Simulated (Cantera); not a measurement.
Mixture: CH₃OH : O₂ : N₂ = 1 : 2.54 : 9.56 (molar parts), equivalence ratio 0.59, at 0.987 atm, adiabatic and at constant pressure. Ignition delay is the time to a rise of 400 K.

Detailed kinetics in Cantera: GRI-Mech 3.0 (53 species, 325 reactions). GRI-Mech 3.0 was tuned for natural gas; its chemistry of methanol as a main component is partial and can be far from experiment.

Task: What does this change do: constant volume in place of constant pressure?

Result: 
```tsv
quantity	before	after
delay at 1200 K	10.8 ms	10.5 ms
delay at 1350 K	1.30 ms	1.22 ms
delay at 1500 K	0.274 ms	0.243 ms
delay at 1650 K	84.9 µs	71.0 µs
delay at 1800 K	33.6 µs	26.5 µs
apparent activation energy between 1650 and 1800 K	150 kJ/mol	160 kJ/mol
```

Task: What does this change do: pressure from 0.987 atm to 7.30 atm?

Result: 
```
quantity                                                before       after
--------------------------------------------------  ----------  ----------
delay at 1200 K                                        10.8 ms     2.08 ms
delay at 1350 K                                        1.30 ms    0.237 ms
delay at 1500 K                                       0.274 ms     47.3 µs
delay at 1650 K                                        84.9 µs     14.1 µs
delay at 1800 K                                        33.6 µs     5.41 µs
apparent activation energy between 1650 and 1800 K  150 kJ/mol  160 kJ/mol
```
